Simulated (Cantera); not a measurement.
Input: 1 mol Si, 0.041 mol CO₂, 890 mol N₂, held at 7.50 Torr.

Method: chemical equilibrium by Gibbs-energy minimisation in Cantera with the NASA 1993 tables (ideal gas, pure condensed phases). Candidate condensed phases: C, Si, SiC, SiO₂, Si₂N₂O, Si₃N₄; 34 gas species. N₂ is the only nitrogen source here; it is nearly inert below about 1500 K, so the nitride shown seldom forms there in practice. Mutual solubility and eutectic melting of coexisting phases are not modelled. The numbers say what is thermodynamically allowed, not how fast it happens.

Q: Which condensed phases are stable at each of these points (T (K)): 1300, 1350, 1400, 1450, 1500, 1550, 1600, 1650, 1700, 1750, 1800?

A: 
| T (K) | condensed phases | Si condensed (%) |
|---|---|---|
| 1300 | C(graphite) + Si₂N₂O(s) + Si₃N₄(s) | 100.0 |
| 1350 | Si₂N₂O(s) + Si₃N₄(s) | 100.0 |
| 1400 | Si₂N₂O(s) + Si₃N₄(s) | 100.0 |
| 1450 | Si₂N₂O(s) + Si₃N₄(s) | 99.7 |
| 1500 | Si₂N₂O(s) + Si₃N₄(s) | 98.7 |
| 1550 | Si₃N₄(s) | 95.9 |
| 1600 | Si₃N₄(s) | 95.8 |
| 1650 | Si₃N₄(s) | 95.4 |
| 1700 | SiC(s) + Si₃N₄(s) | 93.0 |
| 1750 | SiC(s) + Si₃N₄(s) | 85.4 |
| 1800 | SiC(s) + Si₃N₄(s) | 61.2 |

At 1300 K the condensed part is C(graphite) + Si₂N₂O(s) + Si₃N₄(s). From 1350 K to 1500 K the condensed part is Si₂N₂O(s) + Si₃N₄(s). From 1550 K to 1650 K the condensed part is Si₃N₄(s). From 1700 K to 1800 K the condensed part is SiC(s) + Si₃N₄(s).
